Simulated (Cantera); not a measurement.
An isothermal, constant-pressure homogeneous reactor starts with N₂O : H₂ : N₂ = 1 : 0.0024 : 9.1 (molar parts), at 1498 K and 0.133 bar. Integrator tolerance rtol = 1e-08.

Detailed kinetics in Cantera: GRI-Mech 3.0 (53 species, 325 reactions). GRI-Mech 3.0 was tuned for natural gas; its chemistry of N2O as a main component is partial and can be far from experiment. The temperature is held fixed by assumption; the heat of reaction is taken as removed at once.

Question: What does this change do: temperature 1498 to 1450 K?

Answer: 
```json
[
 {"quantity": "x(N₂O) at 100 s", "before": "1.42e-7 (gas-phase equilibrium 1.56e-8)", "after": "1.13e-7 (gas-phase equilibrium 1.24e-8)"},
 {"quantity": "x(H₂) at 100 s", "before": "5.95e-9 (gas-phase equilibrium 5.27e-9)", "after": "3.03e-9 (gas-phase equilibrium 2.72e-9)"},
 {"quantity": "x(NO) at 100 s", "before": "0.0202 (gas-phase equilibrium 0.000631)", "after": "0.0184 (gas-phase equilibrium 0.000496)"},
 {"quantity": "x(H₂O) at 100 s", "before": "0.000224 (gas-phase equilibrium 0.000224)", "after": "0.000225 (gas-phase equilibrium 0.000225)"},
 {"quantity": "x(O) at 100 s", "before": "2.10e-6 (gas-phase equilibrium 2.35e-6)", "after": "1.08e-6 (gas-phase equilibrium 1.20e-6)"},
 {"quantity": "x(O₂) at 100 s", "before": "0.0369 (gas-phase equilibrium 0.0467)", "after": "0.0378 (gas-phase equilibrium 0.0468)"}
]
```
